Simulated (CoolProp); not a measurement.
20 sccm (0 °C, 1 atm) of nitrogen bubbles through liquid toluene at 351.2 K and leaves saturated at a total pressure of 0.15 MPa (ideal gas phase). Each further row changes one setting.

The numbers come from the reference Helmholtz-energy equation of state, Lemmon 2006 in CoolProp. It is a short technical equation, of lower accuracy than the large ones.

```json
[
 {"case": "as stated", "vapour pressure (kPa)": "36.3", "mole fraction of vapour": "0.242", "delivery (mg/min)": "26.3", "delivery (sccm)": "6.39", "change of delivery for a bath 1 K warmer (%)": "4.7"},
 {"case": "bath temperature 356.2 K", "vapour pressure (kPa)": "43.1", "mole fraction of vapour": "0.288", "delivery (mg/min)": "33.2", "delivery (sccm)": "8.07", "change of delivery for a bath 1 K warmer (%)": "4.9"},
 {"case": "total pressure 0.3 MPa", "vapour pressure (kPa)": "36.3", "mole fraction of vapour": "0.121", "delivery (mg/min)": "11.3", "delivery (sccm)": "2.75", "change of delivery for a bath 1 K warmer (%)": "4.1"}
]
```
